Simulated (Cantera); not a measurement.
Charge: 1 mol Fe, a varied amount of O₂, 58 mol CO, held at 100000 Pa.

Method: chemical equilibrium by Gibbs-energy minimisation in Cantera with the NASA 1993 tables (ideal gas, pure condensed phases). Candidate condensed phases: C, Fe, Fe(CO)₅, FeO, Fe₂O₃, Fe₃O₄; 15 gas species. Iron dissolves carbon and melts from about 1420 K in contact with it, which pure phases cannot show. Condensed phases not in the tables: cementite and carbon dissolved in iron. Equilibrium is a limit: real reactors are often held back by kinetics, nucleation or transport.

Stable condensed phases, one row left out:

```
T in °C \ n(O₂) in mol
         0.0085  0.012  0.016  0.023  0.031  0.043   0.06  0.083   0.11   0.16   0.22   0.31
   1700       A      A      A      A      A      A      A      A      A      A      A      A
   1650       A      A      A      A      A      A      A      A      A      A      A      A
   1600       A      A      A      A      A      A      A      A      A      A      A      A
   1550       A      A      A      A      A      A      A      A      A      A      A      A
   1500       A      A      A      A      A      A      A      A      A      A      A      A
   1450       A      A      A      A      A      A      A      A      A      A      A      A
   1400       A      A      A      A      A      A      A      A      A      A      A      A
   1350       A      A      A      A      A      A      A      A      A      A      A      A
   1300       A      A      A      A      A      A      A      A      A      A      A      A
   1250       B      B      A      A      A      A      A      A      A      A      A      A
   1200       B      B      B      A      A      A      A      A      A      A      A      A
   1150       B      B      B      B      B      A      A      A      A      A      A      A
   1050       B      B      B      B      B      B      B      B      B      A      A      A
```

A: Fe; B: C + Fe.

Problem. Give the row for 1100 °C.

Solution. 0.0085: C + Fe; 0.012: C + Fe; 0.016: C + Fe; 0.023: C + Fe; 0.031: C + Fe; 0.043: C + Fe; 0.06: C + Fe; 0.083: Fe; 0.11: Fe; 0.16: Fe; 0.22: Fe; 0.31: Fe.
